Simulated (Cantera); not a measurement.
Feed: 1 mol Si₂Cl₆, 1.3 mol HCl, a varied amount of H₂, at 975 K and 0.00170 bar.

Method: chemical equilibrium by Gibbs-energy minimisation in Cantera with the NASA 1993 tables (ideal gas, pure condensed phases). Candidate condensed phases: Si; 19 gas species. The feed counts by its element totals alone. Rates play no part.

Problem. What share of the Si ends up in condensed phases as a function of n(H₂) (mol), at 23, 28, 34, 42, 52, 65, 80, 99, 120, 150?

Solution. 
| n(H₂) (mol) | Si condensed (%) | as |
|---|---|---|
| 23 | 16.4 | Si(s) |
| 28 | 18.0 | Si(s) |
| 34 | 19.8 | Si(s) |
| 42 | 22.0 | Si(s) |
| 52 | 24.7 | Si(s) |
| 65 | 27.9 | Si(s) |
| 80 | 31.4 | Si(s) |
| 99 | 35.4 | Si(s) |
| 120 | 39.5 | Si(s) |
| 150 | 44.8 | Si(s) |
